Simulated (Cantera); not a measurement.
## Low-pressure radical oxidation in H2/O2

An isothermal, constant-pressure homogeneous reactor starts with 1.09 % H2, 98.9 % O2, at 1225 K and 10.00 Torr.

Model: GRI-Mech 3.0 (53 species, 325 reactions), integrated in Cantera. Radical loss at walls, strong at low pressure, is not modelled.

```
t (s)         x H2   x O2    x H2O2    x HO2       x O     x H2O      x OH
--------  --------  -----  --------  -------  --------  --------  --------
0.000300    0.0109  0.989    <1e-12  4.72e-9   5.46e-9   2.01e-9   4.65e-9
0.000591    0.0109  0.989  2.94e-12  9.31e-9   1.72e-8   1.07e-8   1.34e-8
0.00116     0.0109  0.989  1.12e-11  1.84e-8   8.14e-8   7.36e-8   5.95e-8
0.00229     0.0109  0.989  4.31e-11  3.87e-8   1.06e-6   1.16e-6   7.60e-7
0.00451     0.0107  0.989  5.41e-10  3.77e-7  0.000137  0.000154   9.68e-5
0.00887   0.000435  0.980   4.70e-8  1.23e-6   0.00837   0.00935   0.00148
0.0175     4.85e-5  0.980   1.92e-8  8.69e-7   0.00890    0.0102  0.000907
0.0344     4.41e-5  0.980   1.90e-8  8.35e-7   0.00814    0.0102  0.000867
0.0677     3.75e-5  0.982   1.87e-8  7.76e-7   0.00688    0.0103  0.000801
0.133      2.82e-5  0.984   1.80e-8  6.77e-7   0.00512    0.0104  0.000694
0.262      1.75e-5  0.986   1.64e-8  5.34e-7   0.00315    0.0106  0.000548
0.516      8.63e-6  0.987   1.37e-8  3.66e-7   0.00154    0.0107  0.000386
1.02       3.42e-6  0.988   9.89e-9  2.13e-7  0.000609    0.0108  0.000243
2.00       1.17e-6  0.989   5.94e-9  1.06e-7  0.000208    0.0109  0.000143
```
x: mole fraction; the columns are a selection and need not sum to one.

Equilibrium at this temperature and pressure: H2 2.03e-9, O2 0.989, H2O2 3.75e-11, HO2 6.33e-9, O 3.65e-7, H2O 0.0109, OH 6.01e-6 (gas phase only).
